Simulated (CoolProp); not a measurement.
Properties of normal hydrogen along the isobar 1530 kPa.

Values from CoolProp's reference Helmholtz-energy equation of state, Leachman 2009.

```tsv
T (K)	phase	density (kg/m³)	isothermal compressibility (1/MPa)
24.5	liquid	67.85	?
35	supercritical	?	?
45.4	supercritical	9.873	?
55.9	supercritical	7.248	0.7112
66.4	supercritical	5.846	?
76.9	supercritical	4.938	0.6671
87.4	supercritical	4.290	0.6593
97.9	supercritical	3.801	0.6546
108.4	supercritical	3.416	0.6517
118.8	supercritical	3.107	0.6499
129.3	supercritical	2.849	0.6486
139.8	supercritical	2.632	0.6478
150.3	supercritical	2.446	0.6473
160.8	supercritical	2.285	0.6470
```

Question: Fill in the missing entries.

Answer: 
- 24.5, isothermal compressibility (1/MPa): 0.02473
- 35, density (kg/m³): 22.70
- 35, isothermal compressibility (1/MPa): 2.418
- 45.4, isothermal compressibility (1/MPa): 0.7953
- 66.4, isothermal compressibility (1/MPa): 0.6814
